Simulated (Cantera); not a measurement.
A diamond (100) surface in a fixed gas of H2 with x(CH4) = 0.003, x(H) = 0.005, at 1375 K, 0.118 atm; coverages are run to steady state.

Computed with Cantera and the Harris–Goodwin 1993 mechanism for the reconstructed diamond (100) surface.

One state of this run: growth (µm/h) = 53.0; θ c6HH = 0.351; θ c6H* = 0.0563; θ c6*H = 0.533; θ c6** = 0.0493; θ c6HM = 0.00249. θ: site fractions in the mechanism's names (c6HH fully hydrogenated, c6H* and c6*H radical sites, c6** diradical, c6HM methylated).

Q: Which value of x(CH3) does it belong to?
(A) 1e-06
(B) 1.7e-05
(C) 2.6e-06
(D) 0.0019

A: D, 0.0019
